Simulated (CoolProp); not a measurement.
Vapour-liquid equilibrium of n-pentane (1) + cyclohexane (2) at 57.05 °C; x and y are mole fractions of (1).

Model: multi-fluid Helmholtz-energy mixture model, Thol 2019 and Zhou 2014; pair parameters Bell 2016, in CoolProp.

Task: Give the bubble pressure and the first vapour's composition at x = 0.2, 0.65, 0.875. Is there an azeotrope?

Result: x = 0.2: 0.08054 MPa, y = 0.523; x = 0.65: 0.1465 MPa, y = 0.873; x = 0.875: 0.1786 MPa, y = 0.960. No azeotrope shows between x = 0.05 and 0.95.

Pair parameters are fitted to limited data, so mixtures are less certain than the pure fluids.
